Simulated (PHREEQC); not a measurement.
Model water analysis in mg/L, 25 °C, pH 6.14, pe 11.3:

```csv
constituent,mg/L
Na,0.0522
K,0.031
Ca,0.0227
Mg,0.000403
Cl,0.0465
S(6) as SO4,0.0533
Alkalinity as HCO3,0.107
Si as SiO2,0.000785
Pb,0.0096
```

Valence states are taken as typed.

All values are PHREEQC results (ion-association model, phreeqc.dat), not measurements.

| quantity | before | after |
|---|---|---|
| ionic strength (mol/kgw) | 6.16e-6 | 1.16e-5 |
| CO2 (mol/kgw) | 4.00e-6 | 6.84e-6 |
| HCO3- (mol/kgw) | 2.46e-6 | 4.22e-6 |
| CO3-2 (mol/kgw) | 1.61e-10 | 2.76e-10 |
| SI of Pb(OH)2 (Pb(OH)2) | -3.22 | -2.93 |
| SI of Quartz (SiO2) | -3.90 | -3.60 |

Task: What was changed between the two runs?
(A) all concentrations times 2 at the same typed pH
(B) pH from 6.14 to 5.64 at the same alkalinity
(C) Alkalinity from 0.107 to 0.321 mg/L
(D) pH from 6.14 to 6.64 at the same alkalinity

Result: A, all concentrations times 2 at the same typed pH

Precipitation was switched off in this run.
